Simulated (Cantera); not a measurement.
An adiabatic, constant-pressure homogeneous reactor starts with CO : H2 : CH4 : O2 : N2 = 1 : 0.048 : 0.037 : 0.657 : 2.47 (molar parts), at 1823 K and 0.310 bar. Integrator tolerance rtol = 1e-08.

Model: GRI-Mech 3.0 (53 species, 325 reactions), integrated in Cantera.

```
quantity                                                            before                                    after
---------------------------------  ---------------------------------------  ---------------------------------------
time of steepest temperature rise                                  64.9 µs                                  2.20 ms
temperature at 1.00 s                                               2733 K                                   2506 K
equilibrium temperature                                             2733 K                                   2506 K
x(CO) at 1.00 s                        0.120 (gas-phase equilibrium 0.120)    0.0681 (gas-phase equilibrium 0.0681)
x(H2) at 1.00 s                    0.00242 (gas-phase equilibrium 0.00242)  0.00142 (gas-phase equilibrium 0.00142)
x(CH4) at 1.00 s                     <1e-12 (gas-phase equilibrium <1e-12)    <1e-12 (gas-phase equilibrium <1e-12)
x(H2O2) at 1.00 s                  2.87e-8 (gas-phase equilibrium 2.87e-8)  2.11e-8 (gas-phase equilibrium 2.11e-8)
x(NO) at 1.00 s                      0.0155 (gas-phase equilibrium 0.0155)  0.00932 (gas-phase equilibrium 0.00932)
```

Problem. Name the change that produced these shifts.
A. initial temperature 1823 to 1600 K
B. pressure from 0.310 bar to 1.00 bar
C. CH4 0.037 to 0.09 parts
D. initial temperature 1823 to 1000 K

Solution. D, initial temperature 1823 to 1000 K
